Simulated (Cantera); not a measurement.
# CuO + H2 + H2O (hydrogen reduction and annealing atmospheres)

Charge: 1 mol CuO, 1800 mol H2, 0.079 mol H2O, equilibrated at 1.00 bar.

Cantera equilibrium calculation (NASA polynomials, part measured and part estimated; ideal gas, pure solids and liquids). Candidate condensed phases: Cu, CuO, Cu(OH)2, Cu2O, H2O; 12 gas species. Kinetics and transport are ignored.

```tsv
T (K)	x H2	x H	x H2O	x Cu	n Cu(s)	n Cu(l)
648	0.999	<1e-12	0.000599	<1e-12	1.00	0
748	0.999	<1e-12	0.000599	<1e-12	1.00	0
848	0.999	1.90e-11	0.000599	<1e-12	1.00	0
948	0.999	5.24e-10	0.000599	1.73e-12	1.00	0
1048	0.999	7.72e-9	0.000599	9.78e-11	1.00	0
1148	0.999	7.16e-8	0.000599	2.72e-9	1.000	0
1248	0.999	4.67e-7	0.000599	4.41e-8	1.000	0
1348	0.999	2.31e-6	0.000599	4.68e-7	0.999	0
1448	0.999	9.21e-6	0.000599	3.32e-6	0	0.994
1548	0.999	3.08e-5	0.000599	1.80e-5	0	0.968
1648	0.999	8.90e-5	0.000599	7.90e-5	0	0.858
1748	0.999	0.000228	0.000599	0.000291	0	0.474
1848	0.998	0.000530	0.000599	0.000554	0	0
1948	0.998	0.00113	0.000599	0.000554	0	0
```
x: gas mole fraction; n: condensed amount in mol.

From 648 K to 1348 K the condensed part is Cu(s). From 1448 K to 1748 K the condensed part is Cu(l). From 1848 K to 1948 K nothing is condensed.
